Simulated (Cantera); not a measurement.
A closed system holds: 1 mol SiH2Cl2, 0.051 mol C3H8, 1700 mol H2, 0.078 mol CH4, held at 2.70 mbar.

Cantera equilibrium calculation (NASA polynomials, part measured and part estimated; ideal gas, pure solids and liquids). Candidate condensed phases: C, C6H6, C7H8, C8H18, Si, SiC; 109 gas species. Rates play no part.

**Question.** At 1950 K, list the 7 most abundant gas species with their mole fractions, and the condensed phases.

**Answer.** H2 0.976, H 0.0218, HCl 0.00114, Si 0.000540, C2H2 (acetylene) 6.19e-5, SiH 2.12e-5, Cl 1.91e-5. Condensed: gas only.
